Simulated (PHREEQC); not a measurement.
# Leach liquor: an equilibrium model

Consider water at 25 °C with 0.0078 mol H2SO4 and 0.0046 mol Al2(SO4)3 per kg of water. Closed to the air; pH follows from the charge balance.

The numbers come from PHREEQC with the ion-association model, phreeqc.dat.

No solid was allowed to form.

**Question.** Predict the pH, ionic strength.

**Answer.** pH 2.02; ionic strength 0.0352 mol/kgw.

**Question.** In which forms is S present?

**Answer.** SO4-2 39 %, AlSO4+ 31 %, HSO4- 22 %, Al(SO4)2- 8.4 % of the S.
